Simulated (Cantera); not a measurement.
NO annealing gas

An isothermal, constant-pressure homogeneous reactor starts with 69.9 % NO, 30.1 % N2, at 2048 K and 0.0267 bar.

Computed with Cantera and GRI-Mech 3.0 (53 species, 325 reactions). Radical loss at walls, strong at low pressure, is not modelled.

```json
[
 {"t (s)": "5.00e-6", "x NO": "0.699", "x NO2": "1.04e-11", "x O": "1.06e-7", "x N2": "0.301", "x O2": "9.41e-12"},
 {"t (s)": "2.51e-5", "x NO": "0.699", "x NO2": "2.60e-10", "x O": "5.34e-7", "x N2": "0.301", "x O2": "2.37e-10"},
 {"t (s)": "0.000126", "x NO": "0.699", "x NO2": "6.41e-9", "x O": "2.68e-6", "x N2": "0.301", "x O2": "5.97e-9"},
 {"t (s)": "0.000630", "x NO": "0.699", "x NO2": "1.48e-7", "x O": "1.36e-5", "x N2": "0.301", "x O2": "1.52e-7"},
 {"t (s)": "0.00316", "x NO": "0.699", "x NO2": "2.54e-6", "x O": "7.30e-5", "x N2": "0.301", "x O2": "4.14e-6"},
 {"t (s)": "0.0158", "x NO": "0.698", "x NO2": "1.81e-5", "x O": "0.000410", "x N2": "0.301", "x O2": "0.000144"},
 {"t (s)": "0.0794", "x NO": "0.692", "x NO2": "3.34e-5", "x O": "0.000899", "x N2": "0.304", "x O2": "0.00280"},
 {"t (s)": "0.398", "x NO": "0.658", "x NO2": "5.30e-5", "x O": "0.00119", "x N2": "0.321", "x O2": "0.0196"},
 {"t (s)": "1.99", "x NO": "0.471", "x NO2": "8.72e-5", "x O": "0.00213", "x N2": "0.414", "x O2": "0.113"},
 {"t (s)": "10.0", "x NO": "0.0654", "x NO2": "2.08e-5", "x O": "0.00333", "x N2": "0.617", "x O2": "0.315"}
]
```
x: mole fraction; the columns are a selection and need not sum to one.

Equilibrium at this temperature and pressure: NO 0.0101, NO2 3.35e-6, O 0.00346, N2 0.644, O2 0.342 (gas phase only).
